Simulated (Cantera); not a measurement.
## Equilibrium for silicon nitride deposition: SiCl4 + N2

Feed: 1 mol SiCl4, 1.5 mol N2, equilibrated at 1225 K and 0.113 Torr.

Method: chemical equilibrium by Gibbs-energy minimisation in Cantera with the NASA 1993 tables (ideal gas, pure condensed phases). Candidate condensed phases: Si, Si3N4; 13 gas species. The tables' values for SiCl3 are old estimates; treat these amounts as uncertain. The numbers say what is thermodynamically allowed, not how fast it happens.

```json
{
  "x(N2)": "0.599",
  "x(SiCl4)": "0.397",
  "x(Cl)": "0.00207",
  "x(SiCl3)": "0.00196",
  "x(SiCl2)": "7.62e-5",
  "x(Cl2)": "1.73e-5",
  "gas_amount": "2.505 mol",
  "log10 activity of Si(s) (absent)": "-8.46"
}
```
